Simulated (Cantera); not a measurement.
**Ignition delay**

Mixture: 34.7 % H2, 11.6 % O2, 43.4 % N2, 10.4 % H2O, equivalence ratio 1.5, at 1200 Torr, adiabatic and at constant pressure. Ignition delay is the time to a rise of 400 K.

Detailed kinetics in Cantera: GRI-Mech 3.0 (53 species, 325 reactions). Where the delays flatten at high temperature, the 400 K rule measures the pace of heat release, not the induction time.

```
T0 (K)  delay (ms)
------  ----------
1425        0.0141
1500        0.0115
1575       0.00990
1650       0.00896
1725       0.00845
```
